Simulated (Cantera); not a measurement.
A closed system holds: 1 mol Si₃N₄, 0.19 mol O₂, 61 mol H₂, 0.06 mol CO₂, at 1975 K and 13.3 mbar.

These are equilibrium values from Cantera (NASA tables, ideal gas, pure condensed phases), not measurements of a reactor. The tables' values for SiN are old estimates; treat these amounts as uncertain. Gases not in the tables: Si₂H₆ and higher silanes. The numbers say what is thermodynamically allowed, not how fast it happens.

```json
[
 {"species": "H₂", "before": "0.947", "after": "0.952"},
 {"species": "N₂", "before": "0.0312", "after": "0.0313"},
 {"species": "H", "before": "0.0115", "after": "0.0116"},
 {"species": "SiO", "before": "0.00695", "after": "0.00174"},
 {"species": "CO", "before": "0.000858", "after": "0.000493"},
 {"species": "Si", "before": "0.00242", "after": "0.00242"},
 {"species": "HCN", "before": "4.98e-5", "after": "0.000115"},
 {"species": "Si₂C", "before": "2.60e-5", "after": "5.97e-5"},
 {"species": "SiH₂", "before": "8.70e-5", "after": "8.75e-5"},
 {"species": "SiH", "before": "0.000196", "after": "0.000197"},
 {"species": "SiN", "before": "1.37e-5", "after": "1.37e-5"},
 {"species": "Si₂N", "before": "1.84e-5", "after": "1.84e-5"},
 {"species": "Si(l), mol", "before": "2.37", "after": "2.69"},
 {"species": "SiC(s), mol", "before": "0", "after": "0.0168"}
]
```
Gas species are given as mole fractions.

Question: What was changed between the two runs?
A) 0.93 mol CH₄ added
B) CO₂ from 0.06 to 0.61 mol
C) O₂ from 0.19 to 0.011 mol
D) temperature from 1975 K to 1573 K

Answer: C, O₂ from 0.19 to 0.011 mol. Mutual solubility and eutectic melting of coexisting phases are not modelled
